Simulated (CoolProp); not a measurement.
R1132(E) at 333.24 K and 5.56 MPa is throttled through a valve to 3.83 MPa with no heat exchange. Each further row changes one setting.

Model: reference Helmholtz-energy equation of state, Akasaka 2024, in CoolProp.

| case | temperature change (K) | final phase | final density (kg/m³) |
|---|---|---|---|
| as stated | ? | liquid | ? |
| outlet pressure 1.15 MPa | -48.6 | two-phase, vapour fraction 0.401 | ? |
| outlet pressure 4.98 MPa | -0.6 | liquid | 774 |

### Question
Complete the blanks.

### Answer

- as stated, temperature change (K): -2.0
- as stated, final density (kg/m³): 758
- outlet pressure 1.15 MPa, final density (kg/m³): 89.5
